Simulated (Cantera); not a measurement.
A closed system holds: 1 mol PbO, 0.17 mol H2, 38 mol N2, equilibrated at 1127 °C and 2.80 bar.

Cantera equilibrium calculation (NASA polynomials, part measured and part estimated; ideal gas, pure solids and liquids). Each liquid is taken as pure. Mutual solubility and eutectic melting of coexisting phases are not modelled. Gases not in the tables: (PbO)n polymers. Kinetics and transport are ignored.

```
species        before     after
-----------  --------  --------
N2              0.992     0.987
H2O           0.00443   0.00883
Pb            0.00311   0.00311
PbO          0.000799  0.000799
Pb(l), mol     0.0506     0.220
PbO(l), mol     0.799     0.629
```
Gas species are given as mole fractions.

### Question
Name the change that produced these shifts.
A. H2 from 0.17 to 0.34 mol
B. H2 from 0.17 to 6.2 mol
C. H2 from 0.17 to 0.045 mol
D. temperature from 1127 °C to 1100 °C

### Answer
A, H2 from 0.17 to 0.34 mol
